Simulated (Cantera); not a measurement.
A closed system holds: 1 mol SiC, 0.0038 mol C, 0.35 mol H2, held at 1652 °C and 1.00 bar.

These are equilibrium values from Cantera (NASA tables, ideal gas, pure condensed phases), not measurements of a reactor. Candidate condensed phases: C, C6H6, C7H8, C8H18, Si, SiC; 87 gas species. The numbers say what is thermodynamically allowed, not how fast it happens.

Base state: H2 0.998, H 0.000955, CH4 0.000520, C2H2 (acetylene) 0.000457 (mole fractions); condensed: C(graphite) + SiC(s).

Problem. What changes in the equilibrium state with this change: temperature from 1652 °C to 1927 °C?

Solution. 
```csv
species,before,after
H2,0.998,0.991
H,0.000955,0.00561
C2H2 (acetylene),0.000457,0.00254
Si,7.15e-7,3.96e-5
SiH,5.82e-7,1.74e-5
SiH2,2.80e-6,3.17e-5
CH3,9.95e-6,2.80e-5
CH4,0.000520,0.000258
"C(graphite), mol",0.00329,0.00194
"SiC(s), mol",1.000,1.000
```
Gases not in the tables: Si2H6 and higher silanes.
